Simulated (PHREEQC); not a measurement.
Dissolve 0.0032 mol/kgw HF, 0.034 mol/kgw (CH3)4NF and 6.8e-05 mol/kgw H2SO4 at 25 °C. Closed to the air; pH follows from the charge balance.

The numbers come from PHREEQC with the ion-association model, phreeqc.dat.

Problem. The ionic strength comes out as 0.0341 mol/kgw. What activity coefficients do SO4-2, F-, HF2-, H+ get?

Solution. SO4-2 0.51, F- 0.84, HF2- 0.84, H+ 0.87.

Precipitation was switched off in this run. Species that the database lacks are ignored. (CH3)4N+ isn't in the database: it is added as a free cation with an ion size of 4 Å.
